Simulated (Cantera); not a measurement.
An isothermal, constant-pressure homogeneous reactor starts with CH4 : H2 = 1 : 4 (molar parts), at 1448 K and 0.0132 atm.

Model: GRI-Mech 3.0 (53 species, 325 reactions), integrated in Cantera. GRI-Mech 3.0 stops at C3 and has no aromatics, soot or wall deposition, so with more carbon than oxygen in the feed, carbon stays in small species such as C2H2 where larger ones or solid carbon would form. Radical loss at walls, strong at low pressure, is not modelled.

Predict: x(CH4) at 20.0 s; x(H2) at 20.0 s; x(C2H) at 20.0 s; x(C2H4) at 20.0 s; x(H) at 20.0 s.


```
Quantity                                              Result
-----------------  -----------------------------------------
x(CH4) at 20.0 s       0.140 (gas-phase equilibrium 0.00501)
x(H2) at 20.0 s          0.835 (gas-phase equilibrium 0.914)
x(C2H) at 20.0 s     1.61e-9 (gas-phase equilibrium 9.16e-9)
x(C2H4) at 20.0 s  0.000428 (gas-phase equilibrium 0.000475)
x(H) at 20.0 s       4.10e-5 (gas-phase equilibrium 7.68e-5)
```
